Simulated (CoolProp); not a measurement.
R124 at several states: fugacity coefficient from the reference equation and from simpler models built on Tc = 395.4 K, pc = 36.24 bar, ω = 0.288; each cubic takes its own stable root.

Model: reference Helmholtz-energy equation of state, de Vries 1995, in CoolProp.

| T (K) | p (bar) | phase | reference |
|---|---|---|---|
| 271.3 | 8.64 | liquid | 0.1715 |
| 220.7 | 0.41 | liquid | 0.3082 |
| 404.2 | 0.32 | gas | 0.9972 |
| 220.7 | 57.8 | liquid | 0.002857 |
| 235.3 | 17.2 | liquid | 0.01830 |
| 147 | 0.41 | liquid | 0.0001701 |

**Question.** How far does each simpler model (van der Waals, Peng-Robinson) lie from the reference over these 6 states: mean and median of the absolute difference, and the worst?

**Answer.** 
- van der Waals: mean 24137.4 %, median 582.2 %, worst +141757.7 % at 147 K and 0.41 bar
- Peng-Robinson: mean 7.9 %, median 2.4 %, worst +38.6 % at 147 K and 0.41 bar

At some of these states van der Waals gives the other phase, because its saturation line lies elsewhere.
